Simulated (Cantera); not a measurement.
## Premixed flame

A freely propagating, adiabatic, planar premixed flame of 47.4 % H2, 9.48 % O2, 33.2 % N2, 9.95 % H2O, equivalence ratio 2.5, unburnt at 375 K and 0.830 bar; unity-Lewis-number transport, grid criteria slope 0.08 and curve 0.16, no radiation.

Computed with Cantera and the H2/O2 subset of GRI-Mech 3.0, which has no nitrogen chemistry. Unity Lewis numbers drop preferential diffusion, which matters most where H2 and H carry the flame. Burning velocities carry a grid error of a few per cent, more on coarse grids.

```tsv
z (mm)	T (K)	u (m/s)	x H2	x O2	x H2O	x H2O2	x HO2	x OH
-1.38	375	1.83	0.474	0.0948	0.0995	<1e-8	1.11e-8	<1e-8
-0.919	375	1.83	0.474	0.0948	0.0995	3.97e-8	1.76e-7	<1e-8
-0.690	376	1.83	0.474	0.0947	0.0996	2.31e-7	1.03e-6	<1e-8
-0.460	382	1.86	0.473	0.0944	0.100	2.25e-6	1.06e-5	<1e-8
-0.230	507	2.45	0.461	0.0871	0.117	2.25e-5	0.000218	1.32e-5
-0.115	795	3.78	0.429	0.0689	0.158	1.61e-5	0.000185	0.000221
0	1127	5.24	0.368	0.0396	0.223	2.08e-6	6.02e-5	0.000538
0.115	1338	6.14	0.312	0.0146	0.276	4.32e-7	1.80e-5	0.00111
0.230	1447	6.59	0.290	0.00418	0.300	3.21e-7	4.64e-6	0.00142
0.460	1547	6.99	0.288	0.000428	0.310	2.27e-7	4.43e-7	0.00152
0.919	1632	7.32	0.296	5.81e-5	0.313	1.31e-7	6.99e-8	0.00133
1.84	1699	7.58	0.302	2.35e-5	0.315	6.27e-8	3.18e-8	0.000994
3.68	1745	7.75	0.307	9.03e-6	0.317	2.64e-8	1.36e-8	0.000664
```
x: mole fraction of selected species; z is measured from the peak of heat release.

```
Property                    Result
------------------------  --------
laminar burning velocity  183 cm/s
thermal thickness         0.460 mm
peak x(H2O2)               2.43e-5
peak x(HO2)               0.000283
peak x(OH)                 0.00152
grid points                    105
```
